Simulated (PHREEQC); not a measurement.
0.11 g of hydrous ferric oxide (600 m²/g; 0.2 weak and 0.005 strong sites per Fe, Dzombak-Morel constants, diffuse double layer) in 1 kg of water with 0.005 mol/kgw of an inert sodium salt and 4.3e-06 mol/kgw H3BO3 and 7.5e-06 mol/kgw CuSO4, at 25 °C; the pH is set by adding NaOH or the inert anion's acid. O2 is buffered at 0.21 atm. The system is closed to CO2. Nothing may precipitate in this run.

The series has 17 steps of pH, from 3 to 11.

Computed with PHREEQC (ion-association model, wateq4f.dat).

Q: Near which pH is half of the S sorbed, and on which side is more sorbed?

A: Near pH 6.5, with more sorbed at lower pH.

Q: Near which pH is half of the Cu sorbed, and on which side is more sorbed?

A: Near pH 5.2, with more sorbed at higher pH.

The database's constant for dissolved Cu(OH)2 is higher than later reviews accept. The oxide is taken as insoluble; below pH 4 it would dissolve.
